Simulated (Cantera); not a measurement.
A perfectly stirred reactor is fed with 0.763 % CO, 1.86 % O2, 8.69 % H2O, 88.7 % N2, at 0.133 bar; it is held at 1400 K, and followed from long to short residence time.

Cantera simulation using GRI-Mech 3.0 (53 species, 325 reactions); the numbers are that mechanism's predictions, not measurements.

**Question.** Predict: x(CO) at τ = 11.0 s; x(O2) at τ = 11.0 s; x(H2O) at τ = 11.0 s; x(H2O2) at τ = 11.0 s; x(N2O) at τ = 11.0 s; x(CO) at τ = 0.150 s; x(O2) at τ = 0.150 s; x(H2O) at τ = 0.150 s; x(H2O2) at τ = 0.150 s; x(N2O) at τ = 0.150 s.

**Answer.** 
```
Item                       Value
----------------------  --------
x(CO) at τ = 11.0 s      1.85e-5
x(O2) at τ = 11.0 s       0.0149
x(H2O) at τ = 11.0 s      0.0871
x(H2O2) at τ = 11.0 s    8.69e-9
x(N2O) at τ = 11.0 s     7.11e-8
x(CO) at τ = 0.150 s    0.000315
x(O2) at τ = 0.150 s      0.0151
x(H2O) at τ = 0.150 s     0.0864
x(H2O2) at τ = 0.150 s   6.11e-8
x(N2O) at τ = 0.150 s    4.33e-8
```
